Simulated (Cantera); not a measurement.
A freely propagating, adiabatic, planar premixed flame of H₂ : O₂ : N₂ : H₂O = 1 : 0.217 : 0.826 : 0.055 (molar parts), equivalence ratio 2.3, unburnt at 423 K and 100000 Pa; mixture-averaged transport, grid criteria slope 0.08 and curve 0.16, no radiation.

Detailed kinetics in Cantera: the H2/O2 subset of GRI-Mech 3.0, which has no nitrogen chemistry. Burning velocities carry a grid error of a few per cent, more on coarse grids.

x: mole fraction of selected species; z is measured from the peak of heat release.

```json
[
 {"z (mm)": "-1.15", "T (K)": "423", "u (m/s)": "4.54", "x H₂": "0.477", "x O₂": "0.103", "x HO₂": "<1e-8", "x O": "<1e-8", "x H": "<1e-8", "x H₂O": "0.0262"},
 {"z (mm)": "-0.768", "T (K)": "423", "u (m/s)": "4.54", "x H₂": "0.477", "x O₂": "0.103", "x HO₂": "<1e-8", "x O": "<1e-8", "x H": "<1e-8", "x H₂O": "0.0262"},
 {"z (mm)": "-0.576", "T (K)": "423", "u (m/s)": "4.54", "x H₂": "0.477", "x O₂": "0.103", "x HO₂": "<1e-8", "x O": "<1e-8", "x H": "<1e-8", "x H₂O": "0.0262"},
 {"z (mm)": "-0.384", "T (K)": "423", "u (m/s)": "4.54", "x H₂": "0.477", "x O₂": "0.103", "x HO₂": "1.92e-7", "x O": "<1e-8", "x H": "<1e-8", "x H₂O": "0.0262"},
 {"z (mm)": "-0.192", "T (K)": "454", "u (m/s)": "4.82", "x H₂": "0.471", "x O₂": "0.104", "x HO₂": "0.000238", "x O": "4.97e-6", "x H": "4.51e-5", "x H₂O": "0.0273"},
 {"z (mm)": "-0.0960", "T (K)": "714", "u (m/s)": "7.39", "x H₂": "0.440", "x O₂": "0.0973", "x HO₂": "0.000244", "x O": "0.000160", "x H": "0.00449", "x H₂O": "0.0492"},
 {"z (mm)": "0", "T (K)": "?", "u (m/s)": "11.0", "x H₂": "?", "x O₂": "?", "x HO₂": "?", "x O": "?", "x H": "?", "x H₂O": "?"},
 {"z (mm)": "0.0960", "T (K)": "1360", "u (m/s)": "13.6", "x H₂": "0.298", "x O₂": "0.0294", "x HO₂": "3.21e-5", "x O": "0.00206", "x H": "0.0555", "x H₂O": "0.191"},
 {"z (mm)": "0.192", "T (K)": "1488", "u (m/s)": "14.8", "x H₂": "0.267", "x O₂": "0.00778", "x HO₂": "8.12e-6", "x O": "0.00112", "x H": "0.0654", "x H₂O": "0.233"},
 {"z (mm)": "0.384", "T (K)": "1595", "u (m/s)": "15.8", "x H₂": "0.262", "x O₂": "0.000631", "x HO₂": "6.28e-7", "x O": "0.000465", "x H": "0.0602", "x H₂O": "0.248"},
 {"z (mm)": "0.768", "T (K)": "1693", "u (m/s)": "16.7", "x H₂": "0.270", "x O₂": "0.000138", "x HO₂": "1.49e-7", "x O": "0.000315", "x H": "0.0474", "x H₂O": "0.251"},
 {"z (mm)": "1.54", "T (K)": "1785", "u (m/s)": "17.5", "x H₂": "0.278", "x O₂": "7.77e-5", "x HO₂": "8.86e-8", "x O": "0.000191", "x H": "0.0343", "x H₂O": "0.253"},
 {"z (mm)": "3.07", "T (K)": "1862", "u (m/s)": "18.1", "x H₂": "0.285", "x O₂": "3.80e-5", "x HO₂": "4.75e-8", "x O": "9.51e-5", "x H": "0.0229", "x H₂O": "0.256"}
]
```

Q: Some entries are withheld; supply them.

A: 
- 0, T (K): 1093
- 0, x H₂: 0.371
- 0, x O₂: 0.0714
- 0, x HO₂: 9.10e-5
- 0, x O: 0.00130
- 0, x H: 0.0272
- 0, x H₂O: 0.110
